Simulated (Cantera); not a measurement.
# Reactions in the system C-H-N

Standard-state values (1 bar) from the NASA 1993 polynomials, evaluated with Cantera. Values are per mole of reaction as written; species without (g) are pure solids or liquids, kept so even where they would boil at 1 bar.

C3H8(g) + 3 NH3(g) → 7 H2(g) + 3 HCN(g)

```
T (K)  ΔH° (kJ)  ΔS° (J/K)  ΔG° (kJ)  log10 K
-----  --------  ---------  --------  -------
300       647.7      672.4     446.0   -77.66
400       659.9      707.5     376.9   -49.22
450       665.3      720.3     341.2   -39.60
500       670.2      730.6     304.9   -31.85
550       674.5      738.8     268.2   -25.47
600       678.4      745.5     231.1   -20.11
650       681.7      750.8     193.6   -15.56
```

4 CH4(g) + 2 HCN(g) → 6 CH3(g) + N2(g)

```csv
T (K),ΔH° (kJ),ΔS° (J/K),ΔG° (kJ),log10 K
300,909.9,206.8,847.8,-147.62
400,914.1,219.1,826.5,-107.93
450,916.0,223.5,815.4,-94.65
500,917.6,226.9,804.2,-84.01
550,919.0,229.5,792.8,-75.29
600,920.1,231.5,781.2,-68.01
650,921.0,233.0,769.6,-61.85
```
